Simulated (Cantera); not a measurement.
An isothermal, constant-pressure homogeneous reactor starts with 0.626 % H2, 18.4 % O2, 81.0 % N2, at 1473 K and 20.0 Torr.

Model: GRI-Mech 3.0 (53 species, 325 reactions), integrated in Cantera. Radical loss at walls, strong at low pressure, is not modelled.

One state of this run: x H2 = 4.17e-5; x O2 = 0.180; x HO2 = 2.53e-7; x H2O2 = 5.78e-9; x NO = 4.68e-7; x O = 0.00275. x: mole fraction; the columns are a selection and need not sum to one.

Question: Which value of t (s) does it belong to?
(A) 0.0258
(B) 0.00388
(C) 0.171
(D) 2.00e-6

Answer: C, 0.171
